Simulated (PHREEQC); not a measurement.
A solution holds 74 mmol/kgw Al2(SO4)3, 100 mmol/kgw ZnCl2, 2 mmol/kgw H2SO4 and 1.8 mmol/kgw NaCl, at 25 °C and 300 atm. Closed to the air; pH follows from the charge balance.

Model: ion-association model, phreeqc.dat, run in PHREEQC.

Each row changes one thing in this solution. Precipitation was switched off in this run.

| case | pH | ionic strength (mol/kgw) | Cl- (mol/kgw) | Zn+2 (mol/kgw) | SO4-2 (mol/kgw) | ZnSO4 (mol/kgw) | SI of Halite (NaCl) |
|---|---|---|---|---|---|---|---|
| as made | 2.73 | 0.532 | 0.193 | 0.0653 | 0.0421 | 0.0179 | -5.42 |
| temperature from 25 to 75 °C | 2.89 | 0.459 | 0.171 | 0.0508 | 0.0390 | 0.0175 | -5.53 |
| temperature from 25 to 65 °C | [?] | 0.470 | [?] | 0.0542 | 0.0390 | 0.0181 | -5.50 |
| temperature from 25 to 35 °C | 2.76 | 0.514 | 0.189 | 0.0631 | 0.0407 | 0.0184 | [?] |
| Al2(SO4)3 replaced by AlCl3 at the same molality | 2.51 | [?] | 0.398 | 0.0782 | 0.000357 | 0.000144 | -5.10 |
| Al2(SO4)3 left out | 2.51 | 0.276 | 0.187 | 0.0853 | 0.000974 | 0.000922 | -5.38 |

Task: What belongs in the gaps?

Result: 
- temperature from 25 to 65 °C, pH: 2.87
- temperature from 25 to 65 °C, Cl- (mol/kgw): 0.176
- temperature from 25 to 35 °C, SI of Halite (NaCl): -5.44
- Al2(SO4)3 replaced by AlCl3 at the same molality, ionic strength (mol/kgw): 0.696

Some of these states are supersaturated (in Gibbsite (slow to form), for instance). Under pressure, the constants of complexes without a molar volume in the database are unreliable. Constants without temperature data keep their 25 °C values here.
